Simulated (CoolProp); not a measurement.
Properties of octamethyltrisiloxane (MDM) along the isobar 2.12 MPa.

Values from CoolProp's reference Helmholtz-energy equation of state, Thol 2017.

```json
[
 {"T (°C)": "139.65", "phase": "liquid", "density (kg/m³)": "698.7", "isothermal compressibility (1/MPa)": "0.005079", "expansivity (1/kK)": "1.628"},
 {"T (°C)": "162.85", "phase": "liquid", "density (kg/m³)": "671.6", "isothermal compressibility (1/MPa)": "0.006721", "expansivity (1/kK)": "1.792"},
 {"T (°C)": "185.95", "phase": "liquid", "density (kg/m³)": "642.8", "isothermal compressibility (1/MPa)": "0.009177", "expansivity (1/kK)": "2.013"},
 {"T (°C)": "209.15", "phase": "liquid", "density (kg/m³)": "611.4", "isothermal compressibility (1/MPa)": "0.01312", "expansivity (1/kK)": "2.328"},
 {"T (°C)": "232.35", "phase": "liquid", "density (kg/m³)": "576.3", "isothermal compressibility (1/MPa)": "0.01999", "expansivity (1/kK)": "2.807"},
 {"T (°C)": "255.55", "phase": "liquid", "density (kg/m³)": "535.3", "isothermal compressibility (1/MPa)": "0.03386", "expansivity (1/kK)": "3.629"},
 {"T (°C)": "278.65", "phase": "liquid", "density (kg/m³)": "483.9", "isothermal compressibility (1/MPa)": "0.07011", "expansivity (1/kK)": "5.375"},
 {"T (°C)": "301.85", "phase": "supercritical", "density (kg/m³)": "405.7", "isothermal compressibility (1/MPa)": "0.2412", "expansivity (1/kK)": "11.24"}
]
```
